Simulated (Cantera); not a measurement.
A freely propagating, adiabatic, planar premixed flame of CH4 : H2 : O2 : N2 = 1 : 0.085 : 2.04 : 5.92 (molar parts), unburnt at 550 K and 0.110 bar; mixture-averaged transport, grid criteria slope 0.08 and curve 0.16, no radiation.

Cantera simulation using GRI-Mech 3.0 (53 species, 325 reactions); the numbers are that mechanism's predictions, not measurements. Burning velocities carry a grid error of a few per cent, more on coarse grids.

Problem. What does this change do: inlet temperature 550 to 523 K?

Solution. 
```tsv
quantity	before	after
laminar burning velocity	223 cm/s	206 cm/s
thermal thickness	1.90 mm	1.93 mm
peak x(O)	0.0102	0.0100
peak x(H)	0.0215	0.0213
```
